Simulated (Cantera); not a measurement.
# Hydrogen reduction and annealing atmospheres: PbS + H2 + N2

Charge: 1 mol PbS, 3.1 mol H2, 4.3 mol N2, at 1900 K.

Cantera equilibrium calculation (NASA polynomials, part measured and part estimated; ideal gas, pure solids and liquids). Candidate condensed phases: Pb, PbS, S; 18 gas species. Kinetics and transport are ignored.

```csv
P (Pa),x N2,x H2,x Pb,x PbS,x H,x S2,x S,x H2S
10,0.467,0.311,0.104,0.00499,0.0443,0.0339,0.0294,0.000450
52,0.478,0.330,0.0995,0.0117,0.0200,0.0390,0.0138,0.00117
270,0.486,0.340,0.0895,0.0235,0.00890,0.0373,0.00593,0.00268
1400,0.493,0.345,0.0744,0.0402,0.00394,0.0303,0.00235,0.00559
7200,0.499,0.346,0.0577,0.0584,0.00174,0.0208,0.000857,0.0105
37000,0.505,0.344,0.0437,0.0737,0.000766,0.0112,0.000278,0.0175
190000,0.509,0.341,0.0351,0.0832,0.000336,0.00431,7.60e-5,0.0243
1000000,0.511,0.340,0.0315,0.0872,0.000146,0.00112,1.69e-5,0.0283
```
x: gas mole fraction; nothing condenses.

From 0.000100 bar to 10.0 bar nothing is condensed. The main Pb-bearing gas is Pb at 0.000100 bar and PbS at 10.0 bar.
